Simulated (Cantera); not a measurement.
# Counterflow diffusion flame

A counterflow diffusion flame at 1130 Torr, nozzles 20 mm apart: fuel side CH₄ : CO = 1 : 0.25 (molar parts) at 573 K, oxidiser side O₂ : N₂ = 0.27 : 0.73 (molar parts) at 548 K, fuel mass flux 0.93 times the oxidiser's; mixture-averaged transport, no radiation.

Model: GRI-Mech 3.0 (53 species, 325 reactions), integrated in Cantera. GRI-Mech 3.0 has no aromatics or soot, which form on the fuel side of real flames. The maximum strain rate includes the flame's own expansion and is several times the mean.

```csv
oxidiser flux (kg/m²/s),max strain (1/s),mean strain (1/s),T max (K),peak x OH,peak x H,peak x NO,peak x CO,peak x C₂H₂
0.38,240,50.3,2434,0.0143,0.00558,0.000756,0.200,0.0212
0.52,318,68.8,2407,0.0143,0.00581,0.000654,0.200,0.0207
0.71,422,93.9,2383,0.0144,0.00605,0.000578,0.200,0.0199
0.98,566,130,2366,0.0145,0.00637,0.000521,0.200,0.0193
1.4,783,185,2347,0.0145,0.00669,0.000461,0.200,0.0184
1.9,1040,251,2333,0.0145,0.00695,0.000415,0.200,0.0177
2.6,1380,344,2318,0.0143,0.00719,0.000369,0.200,0.0168
3.6,1870,476,2302,0.0141,0.00742,0.000321,0.200,0.0159
4.9,2490,648,2284,0.0138,0.00759,0.000274,0.200,0.0149
6.8,3370,900,2260,0.0133,0.00766,0.000222,0.200,0.0136
```
x: mole fraction; the columns are a selection and need not sum to one.
